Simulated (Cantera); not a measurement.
Feed: 1 mol Pb, 0.34 mol O2, 3.9 mol H2, equilibrated at 1473.15 K.

Equilibrium computed with Cantera from the NASA thermochemical tables; the gas is ideal and each condensed phase is pure. Candidate condensed phases: H2O, Pb, PbO, PbO2, Pb3O4; 12 gas species. Rates play no part.

At 1.00 mbar, list the 5 most abundant gas species with their mole fractions, and the condensed phases.

H2 0.657, Pb 0.204, H2O 0.139, H 0.000325, PbO 1.38e-5. Condensed: gas only.
